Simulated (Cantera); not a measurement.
Input: 1 mol PH3, 0.066 mol H2O, 0.56 mol O2, equilibrated at 3048.15 K and 0.133 bar.

Method: chemical equilibrium by Gibbs-energy minimisation in Cantera with the NASA 1993 tables (ideal gas, pure condensed phases). Gases not in the tables: HPO2, HPO3 and P4O6. Kinetics and transport are ignored.

| species | before | after |
|---|---|---|
| H2 | 0.328 | 0.541 |
| H2O | 0.0410 | 0.278 |
| P2 | 0.00513 | 0.0943 |
| H | 0.286 | 9.44e-7 |
| PO | 0.279 | 0.000993 |
| P4 | <1e-9 | 0.0491 |
| P4O10 | <1e-9 | 0.0337 |
| OH | 0.0124 | 4.95e-9 |
| P | 0.0143 | 4.37e-8 |
| PO2 | 0.0262 | 0.00244 |
| O | 0.00658 | <1e-9 |
| O2 | 0.000326 | <1e-9 |
| PH | 0.000741 | 3.65e-7 |
| PH3 | 7.81e-8 | 3.61e-5 |
Gas species are given as mole fractions.

Q: What was changed between the two runs?
A. pressure from 0.133 bar to 1.50 bar
B. temperature from 3048.15 K to 1248.15 K
C. temperature from 3048.15 K to 2298.15 K
D. H2O from 0.066 to 2.6 mol

A: B, temperature from 3048.15 K to 1248.15 K
